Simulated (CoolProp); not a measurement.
2000 sccm (0 °C, 1 atm) of nitrogen bubbles through liquid 1,2-dichloroethane at 322.1 K and leaves saturated at a total pressure of 0.15 MPa (ideal gas phase). Each further row changes one setting.

Values from CoolProp's reference Helmholtz-energy equation of state, Thol 2015.

| case | vapour pressure (kPa) | mole fraction of vapour | delivery (mg/min) | delivery (sccm) | change of delivery for a bath 1 K warmer (%) |
|---|---|---|---|---|---|
| as stated | 29.9 | [?] | 2200 | 497 | 5.1 |
| bath temperature 327.1 K | 36.3 | 0.242 | 2820 | 639 | [?] |
| total pressure 0.3 MPa | 29.9 | [?] | 977 | 221 | [?] |

Q: Complete the blanks.

A: 
- as stated, mole fraction of vapour: 0.199
- bath temperature 327.1 K, change of delivery for a bath 1 K warmer (%): 5.2
- total pressure 0.3 MPa, mole fraction of vapour: 0.0996
- total pressure 0.3 MPa, change of delivery for a bath 1 K warmer (%): 4.5
